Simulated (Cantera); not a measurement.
Charge: 1 mol Cu2O, 5.5 mol H2, equilibrated at 1148.15 K and 75.0 Torr.

These are equilibrium values from Cantera (NASA tables, ideal gas, pure condensed phases), not measurements of a reactor. Candidate condensed phases: Cu, CuO, Cu(OH)2, Cu2O, H2O; 12 gas species. Kinetics and transport are ignored.

Base state: H2 0.818, H2O 0.182 (mole fractions); condensed: Cu(s).

Question: What changes in the equilibrium state with this change: Cu2O replaced by PbS?

Answer: 
| species | before | after |
|---|---|---|
| H2 | 0.818 | 0.922 |
| H2S | 0 | 0.0493 |
| PbS | 0 | 0.0257 |
| H2O | 0.182 | 0 |
| Pb | 0 | 0.00281 |
| S2 | 0 | 2.54e-5 |
| Cu(s), mol | 2.00 | 0 |
| Pb(l), mol | 0 | 0.264 |
| PbS(s), mol | 0 | 0.575 |
Mutual solubility and eutectic melting of coexisting phases are not modelled. Further candidate phases: Pb, PbS, S.

Question: What changes in the equilibrium state with this change: temperature from 1148.15 K to 1823 K?

Answer: 
```tsv
species	before	after
H2	0.818	0.811
H2O	0.182	0.180
Cu	2.73e-8	0.00704
OH	<1e-9	1.91e-5
Cu2	<1e-9	1.49e-5
H	2.06e-7	0.00123
Cu(s), mol	2.00	0
Cu(l), mol	0	1.96
```
